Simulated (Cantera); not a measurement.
A Cantera script and what it prints.

```python
import numpy as np
import cantera as ct

gas_names = """
    C CN CO CO2 C2 CCN CNC C2N2 C2O C3 C3O2 C4 C4N2 C5 N NCO NO NO2 NO3 N2 N2O O O2 O3 Pb PbO Pb2
""".split()
cond_names = """
    C(gr) Pb(cr) Pb(L) PbO(rd) PbO(yw) PbO(L) PbO2(s) Pb3O4(s)
""".split()


def load(file, names, dense=False):
    # The tables refer to 1 bar. Condensed volumes are neglected.
    table = {s.name: s for s in ct.Species.list_from_file(file)}
    out = []
    for n in names:
        d = dict(table[n].input_data)
        d["thermo"] = dict(d["thermo"], **{"reference-pressure": 1e5})
        if dense:
            d["equation-of-state"] = {"model": "constant-volume", "density": "1e6 g/cm^3"}
        out.append(ct.Species.from_dict(d))
    return out


gas = ct.Solution(thermo="ideal-gas", species=load("nasa_gas.yaml", gas_names))
cond = {s.name: ct.Solution(thermo="fixed-stoichiometry", species=[s], name=s.name)
        for s in load("nasa_condensed.yaml", cond_names, dense=True)}
atoms = {
    'PbO': {'Pb': 1, 'O': 1},
    'C': {'C': 1},
    'N2': {'N': 2},
}
top_T = {'C(gr)': 4500, 'Pb3O4(s)': 820}  # K; cautious upper limits of use, not melting points


def equilibrate(T, P, feed):
    n = {}
    for name, mol in feed.items():
        for a, k in atoms[name].items():
            n[a] = n.get(a, 0.0) + k * mol
    gas.TPX = T, P, n
    mass = sum(n.values()) * gas.mean_molecular_weight
    gas.equilibrate("TP")
    valid = [c for c in cond.values() if c.min_temp <= T <= top_T.get(c.name, c.max_temp)]
    mix = ct.Mixture([(gas, mass / gas.mean_molecular_weight)] + [(c, 0.0) for c in valid])
    mix.T, mix.P = T, P
    mix.equilibrate("TP", solver="vcs", rtol=1e-11, max_steps=5000)
    return mix


results = []
T = 950  # K
P = 5400  # Pa
for m in [0.47, 0.67, 0.88, 1.1, 1.3, 1.5, 1.7, 1.9]:
    feed = {'PbO': 1, 'C': m, 'N2': 0.42}  # mol
    mix = equilibrate(T, P, feed)
    results.append((T, P, feed, dict(zip(mix.species_names, mix.species_moles))))

top = {s: max(r[3][s] / sum(r[3][g] for g in gas_names) for r in results) for s in gas_names}
cols = sorted((s for s in top if top[s] > 0.0001), key=lambda s: -top[s])[:9]
seen = [c for c in cond_names if any(r[3].get(c, 0) > 1e-12 for r in results)]
print("log10 of partial pressures in bar; condensed amounts in mol")
print(f"{'n(C)':>10s}" + "".join(f"{s[:9]:>10s}" for s in cols + seen))
for T, P, feed, n in results:
    ng = sum(n[g] for g in gas_names)
    print(f"{feed['C']:10.4g}" + "".join(f"{np.log10(max(n[s] / ng * P / 1e5, 1e-99)):10.3f}" for s in cols)
          + "".join(f"{n.get(c, 0):10.4g}" for c in seen))
```

It prints:

```
log10 of partial pressures in bar; condensed amounts in mol
      n(C)        CO       CO2        N2     C(gr)     Pb(L)   PbO(yw)
      0.47    -5.711    -1.545    -1.594         0    0.9399   0.06003
      0.67    -1.774    -1.787    -1.682         0    0.9999         0
      0.88    -1.501    -2.302    -1.758         0    0.9999         0
       1.1    -1.452    -2.680    -1.780    0.1529    0.9999         0
       1.3    -1.452    -2.680    -1.780    0.3529    0.9999         0
       1.5    -1.452    -2.680    -1.780    0.5529    0.9999         0
       1.7    -1.452    -2.680    -1.780    0.7529    0.9999         0
       1.9    -1.452    -2.680    -1.780    0.9529    0.9999         0
```

Method: chemical equilibrium by Gibbs-energy minimisation in Cantera with the NASA 1993 tables (ideal gas, pure condensed phases).
